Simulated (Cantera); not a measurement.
Input: 1 mol SiC, 0.019 mol N2O, 180 mol N2, 0.0012 mol H2O, held at 75.0 Torr.

Cantera equilibrium calculation (NASA polynomials, part measured and part estimated; ideal gas, pure solids and liquids). Candidate condensed phases: C, C6H6, C7H8, C8H18, H2O, Si, SiC, SiO2, Si2N2O, Si3N4; 151 gas species. Mutual solubility and eutectic melting of coexisting phases are not modelled. Equilibrium is a limit: real reactors are often held back by kinetics, nucleation or transport. All values below are at 1698 K.

Base state: N2 1.000, CO 0.000105 (mole fractions); condensed: SiC(s) + Si3N4(s).

**Question.** What changes in the equilibrium state with this change: SiC replaced by Si?

**Answer.** 
| species | before | after |
|---|---|---|
| N2 | 1.000 | 1.000 |
| SiO | 7.34e-6 | 0.000113 |
| CO | 0.000105 | 0 |
| SiC(s), mol | 0.981 | 0 |
| Si3N4(s), mol | 0.00594 | 0.327 |
